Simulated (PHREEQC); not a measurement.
Consider water at 20 °C with 0.15 mol NaH2PO4 and 0.00012 mol K2HPO4 per kg of water. Closed to the air; pH follows from the charge balance.

The numbers come from PHREEQC with the ion-association model, phreeqc.dat.

The ionic strength comes out as 0.151 mol/kgw. What activity coefficients do K+, H+, Na+, HPO4-2, H2PO4- get?

K+ 0.73, H+ 0.81, Na+ 0.76, HPO4-2 0.33, H2PO4- 0.77.

No solid was allowed to form.
